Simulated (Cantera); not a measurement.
What does this Cantera script print?

```python
import numpy as np
import cantera as ct

gas_names = """
    C CN CO CO2 C2 CCN CNC C2N2 C2O C3 C3O2 C4 C4N2 C5 N NCO NO NO2 NO3 N2 N2O O O2 O3 Si SiC SiC2 SiN
    SiO SiO2 Si2 Si2C Si2N Si3
""".split()
cond_names = """
    C(gr) Si(cr) Si(L) SiC(b) SiO2(Lqz) SiO2(hqz) SiO2(L) Si2N2O(s) Si3N4(a)
""".split()


def load(file, names, dense=False):
    # The tables refer to 1 bar. Condensed volumes are neglected.
    table = {s.name: s for s in ct.Species.list_from_file(file)}
    out = []
    for n in names:
        d = dict(table[n].input_data)
        d["thermo"] = dict(d["thermo"], **{"reference-pressure": 1e5})
        if dense:
            d["equation-of-state"] = {"model": "constant-volume", "density": "1e6 g/cm^3"}
        out.append(ct.Species.from_dict(d))
    return out


gas = ct.Solution(thermo="ideal-gas", species=load("nasa_gas.yaml", gas_names))
cond = {s.name: ct.Solution(thermo="fixed-stoichiometry", species=[s], name=s.name)
        for s in load("nasa_condensed.yaml", cond_names, dense=True)}
atoms = {
    'SiC': {'Si': 1, 'C': 1},
    'O2': {'O': 2},
    'N2': {'N': 2},
}
top_T = {'C(gr)': 4500, 'SiC(b)': 3050, 'Si2N2O(s)': 2100, 'Si3N4(a)': 2400}  # K; cautious upper limits of use, not melting points


def equilibrate(T, P, feed):
    n = {}
    for name, mol in feed.items():
        for a, k in atoms[name].items():
            n[a] = n.get(a, 0.0) + k * mol
    gas.TPX = T, P, n
    mass = sum(n.values()) * gas.mean_molecular_weight
    gas.equilibrate("TP")
    valid = [c for c in cond.values() if c.min_temp <= T <= top_T.get(c.name, c.max_temp)]
    mix = ct.Mixture([(gas, mass / gas.mean_molecular_weight)] + [(c, 0.0) for c in valid])
    mix.T, mix.P = T, P
    mix.equilibrate("TP", solver="vcs", rtol=1e-11, max_steps=5000)
    return mix


results = []
feed = {'SiC': 1, 'O2': 0.18, 'N2': 110}  # mol
T = 948.15  # K
P = 133.322  # Pa
mix = equilibrate(T, P, feed)
results.append((T, P, feed, dict(zip(mix.species_names, mix.species_moles))))
print(gas.report(threshold=0.001))
for i in range(1, mix.n_phases):
    print(f"{mix.phase(i).name:16s} {mix.phase_moles(i):12.5e} mol")
```

It prints:

```
       temperature   948.15 K
          pressure   133.32 Pa
           density   0.00047377 kg/m^3
  mean mol. weight   28.014 kg/kmol
   phase of matter   gas

                          1 kg             1 kmol
                     ---------------   ---------------
          enthalpy        7.0595e+05        1.9777e+07  J
   internal energy        4.2455e+05        1.1893e+07  J
           entropy             10048        2.8149e+05  J/K
    Gibbs function       -8.8211e+06       -2.4711e+08  J
 heat capacity c_p            1157.1             32416  J/K
 heat capacity c_v            860.35             24102  J/K

                      mass frac. Y      mole frac. X     chem. pot. / RT
                     ---------------   ---------------   ---------------
                N2                 1                 1           -31.346
     [  +33 minor]        1.5252e-09        1.5254e-09

C(gr)             1.00000e+00 mol
Si(cr)            0.00000e+00 mol
SiC(b)            0.00000e+00 mol
SiO2(hqz)         0.00000e+00 mol
Si2N2O(s)         3.60000e-01 mol
Si3N4(a)          9.33334e-02 mol
```

These are equilibrium values from Cantera (NASA tables, ideal gas, pure condensed phases), not measurements of a reactor. N2 is the only nitrogen source here; it is nearly inert below about 1500 K, so the nitride shown seldom forms there in practice.
